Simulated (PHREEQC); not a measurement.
A solution holds 0.003 mol/kgw NaF, 0.0045 mol/kgw KHCO3 and 0.00012 mol/kgw Li2CO3, at 39 °C. Closed to the air; pH follows from the charge balance.

All values are PHREEQC results (ion-association model, phreeqc.dat), not measurements.

Each row changes one thing in this solution. No solid was allowed to form.

| case | pH | ionic strength (mol/kgw) | HCO3- (mol/kgw) | CO3-2 (mol/kgw) | CO2 (mol/kgw) | NaCO3- (mol/kgw) |
|---|---|---|---|---|---|---|
| as made | 8.55 | 0.00784 | 0.00446 | 0.000123 | 2.29e-5 | 9.28e-6 |
| 9.8e-05 mol/kgw NaCl added | 8.55 | 0.00794 | 0.00446 | 0.000123 | 2.30e-5 | 9.55e-6 |
| Li2CO3 from 0.00012 to 0.00018 mol/kgw | 8.69 | 0.00801 | 0.00447 | 0.000169 | 1.68e-5 | 1.27e-5 |
| Li2CO3 left out | 8.15 | 0.00754 | 0.00439 | 4.83e-5 | 5.62e-5 | 3.68e-6 |
| KHCO3 left out | 9.52 | 0.00326 | 9.55e-5 | 2.24e-5 | 5.46e-8 | 1.91e-6 |
| temperature from 39 to 20 °C | 8.73 | 0.00786 | 0.00446 | 0.000131 | 1.85e-5 | 3.93e-6 |
| Li2CO3 replaced by Ca(HCO3)2 at the same molality | 8.13 | 0.00787 | 0.00461 | 4.85e-5 | 6.21e-5 | 3.66e-6 |

Complexes and solids missing from the database can't appear. Some of these states are supersaturated (in Fluorite, for instance). At this temperature some constants are extrapolated from 25 °C, and those without enthalpy data are left unchanged.
